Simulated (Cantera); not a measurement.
An adiabatic, constant-pressure homogeneous reactor starts with 4.17 % CH4, 24.5 % O2, 66.3 % N2, 5.00 % CO2, at 1375 K and 17.0 bar.

Model: GRI-Mech 3.0 (53 species, 325 reactions), integrated in Cantera. The pressure lies above the range GRI-Mech 3.0 was tuned for (to about 10 atm).

x: mole fraction; the columns are a selection and need not sum to one.

```json
[
 {"t (s)": "2.00e-6", "T (K)": "1375", "x CH4": "0.0417", "x O2": "0.245", "x CO2": "0.0500", "x HCO": "<1e-12", "x CO": "6.01e-11", "x NO2": "<1e-12", "x N2O": "<1e-12"},
 {"t (s)": "5.70e-6", "T (K)": "1375", "x CH4": "0.0417", "x O2": "0.245", "x CO2": "0.0500", "x HCO": "<1e-12", "x CO": "8.44e-10", "x NO2": "<1e-12", "x N2O": "4.21e-12"},
 {"t (s)": "1.62e-5", "T (K)": "1375", "x CH4": "0.0417", "x O2": "0.245", "x CO2": "0.0500", "x HCO": "9.61e-12", "x CO": "2.42e-8", "x NO2": "<1e-12", "x N2O": "3.30e-11"},
 {"t (s)": "4.62e-5", "T (K)": "1375", "x CH4": "0.0416", "x O2": "0.245", "x CO2": "0.0500", "x HCO": "2.81e-10", "x CO": "1.60e-6", "x NO2": "<1e-12", "x N2O": "2.99e-10"},
 {"t (s)": "0.000132", "T (K)": "1381", "x CH4": "0.0405", "x O2": "0.244", "x CO2": "0.0500", "x HCO": "1.09e-8", "x CO": "0.000146", "x NO2": "<1e-12", "x N2O": "3.49e-9"},
 {"t (s)": "0.000375", "T (K)": "2216", "x CH4": "<1e-12", "x O2": "0.161", "x CO2": "0.0913", "x HCO": "1.72e-11", "x CO": "0.000373", "x NO2": "___", "x N2O": "2.13e-6"},
 {"t (s)": "0.00107", "T (K)": "2216", "x CH4": "<1e-12", "x O2": "0.161", "x CO2": "0.0913", "x HCO": "1.72e-11", "x CO": "0.000372", "x NO2": "___", "x N2O": "2.13e-6"},
 {"t (s)": "0.00304", "T (K)": "2215", "x CH4": "<1e-12", "x O2": "0.161", "x CO2": "0.0913", "x HCO": "1.70e-11", "x CO": "0.000371", "x NO2": "___", "x N2O": "2.12e-6"},
 {"t (s)": "0.00866", "T (K)": "2213", "x CH4": "<1e-12", "x O2": "0.160", "x CO2": "0.0913", "x HCO": "1.66e-11", "x CO": "0.000367", "x NO2": "___", "x N2O": "2.11e-6"},
 {"t (s)": "0.0247", "T (K)": "2208", "x CH4": "<1e-12", "x O2": "0.159", "x CO2": "0.0913", "x HCO": "1.57e-11", "x CO": "0.000356", "x NO2": "___", "x N2O": "2.09e-6"},
 {"t (s)": "0.0702", "T (K)": "2200", "x CH4": "<1e-12", "x O2": "0.157", "x CO2": "0.0913", "x HCO": "1.42e-11", "x CO": "0.000339", "x NO2": "___", "x N2O": "2.07e-6"},
 {"t (s)": "0.200", "T (K)": "2195", "x CH4": "<1e-12", "x O2": "0.156", "x CO2": "0.0913", "x HCO": "1.33e-11", "x CO": "0.000329", "x NO2": "___", "x N2O": "2.07e-6"}
]
```

Question: What belongs in the gaps?

Answer: 
- 0.000375, x NO2: 1.45e-7
- 0.00107, x NO2: 6.78e-7
- 0.00304, x NO2: 2.17e-6
- 0.00866, x NO2: 6.26e-6
- 0.0247, x NO2: 1.63e-5
- 0.0702, x NO2: 3.36e-5
- 0.200, x NO2: 4.42e-5
